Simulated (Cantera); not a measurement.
## Gas-phase reforming

An isothermal, constant-pressure homogeneous reactor starts with 50.3 % CH4, 49.7 % CO2, at 2000 K and 500000 Pa.

Cantera simulation using GRI-Mech 3.0 (53 species, 325 reactions); the numbers are that mechanism's predictions, not measurements.

```
t (s)        x CH4     x CO2    x H2O2    x CH2      x O2    x HCO
--------  --------  --------  --------  -------  --------  -------
3.00e-6      0.486     0.494    <1e-12  4.38e-6  5.90e-12  2.13e-7
1.24e-5      0.401     0.472  1.77e-12  9.01e-6  6.60e-11  1.38e-6
5.10e-5      0.224     0.379  8.27e-12  4.97e-6  5.42e-10  6.40e-7
0.000211    0.0847     0.225  3.88e-11  3.37e-6   2.10e-9  2.92e-7
0.000868    0.0238    0.0713  1.06e-10  2.79e-6   3.85e-9  2.72e-7
0.00358     0.0158    0.0378  3.90e-11  1.31e-6   1.46e-9  3.15e-7
0.0148     0.00926    0.0167  6.85e-12  4.42e-7  3.08e-10  3.82e-7
0.0609     0.00425   0.00553    <1e-12  1.40e-7  3.86e-11  4.31e-7
0.251      0.00190   0.00140    <1e-12  5.40e-8  2.69e-12  4.51e-7
1.04       0.00102  0.000237    <1e-12  2.79e-8    <1e-12  4.58e-7
4.28      0.000807   2.41e-5    <1e-12  2.21e-8    <1e-12  4.59e-7
17.6      0.000802   1.98e-5    <1e-12  2.20e-8    <1e-12  4.59e-7
72.7      0.000802   1.98e-5    <1e-12  2.20e-8    <1e-12  4.59e-7
300       0.000802   1.98e-5    <1e-12  2.20e-8    <1e-12  4.59e-7
```
x: mole fraction; the columns are a selection and need not sum to one.

Equilibrium at this temperature and pressure: CH4 0.000803, CO2 2.06e-5, H2O2 <1e-12, CH2 2.20e-8, O2 <1e-12, HCO 4.59e-7 (gas phase only).
